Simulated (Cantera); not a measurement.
## Equilibrium for sublimation and decomposition of ceramics: Si3N4 + H2

Charge: 1 mol Si3N4, 0.014 mol H2, held at 0.00133 bar.

These are equilibrium values from Cantera (NASA tables, ideal gas, pure condensed phases), not measurements of a reactor. Candidate condensed phases: Si, Si3N4; 18 gas species. The tables' values for SiN are old estimates; treat these amounts as uncertain. Kinetics and transport are ignored.

At 2000 °C the condensed part is Si(l). From 2075 °C to 2525 °C nothing is condensed. The main Si-bearing gas is Si throughout.

| T (°C) | x Si | x N2 | x Si2 | x H | x Si2N | x SiN | x Si3 | n Si(l) |
|---|---|---|---|---|---|---|---|---|
| 2000 | 0.549 | 0.430 | 0.0101 | 0.00495 | 0.00201 | 0.00193 | 0.00191 | 0.312 |
| 2075 | 0.584 | 0.401 | 0.00675 | 0.00507 | 0.000943 | 0.00174 | 0.000682 | 0 |
| 2150 | 0.589 | 0.399 | 0.00419 | 0.00530 | 0.000432 | 0.00154 | 0.000223 | 0 |
| 2225 | 0.592 | 0.399 | 0.00266 | 0.00542 | 0.000206 | 0.00138 | 7.75e-5 | 0 |
| 2300 | 0.593 | 0.398 | 0.00172 | 0.00549 | 0.000103 | 0.00124 | 2.84e-5 | 0 |
| 2375 | 0.594 | 0.398 | 0.00114 | 0.00552 | 5.29e-5 | 0.00112 | 1.10e-5 | 0 |
| 2450 | 0.595 | 0.398 | 0.000775 | 0.00554 | 2.83e-5 | 0.00101 | 4.48e-6 | 0 |
| 2525 | 0.595 | 0.398 | 0.000536 | 0.00555 | 1.56e-5 | 0.000925 | 1.91e-6 | 0 |
x: gas mole fraction; n: condensed amount in mol.
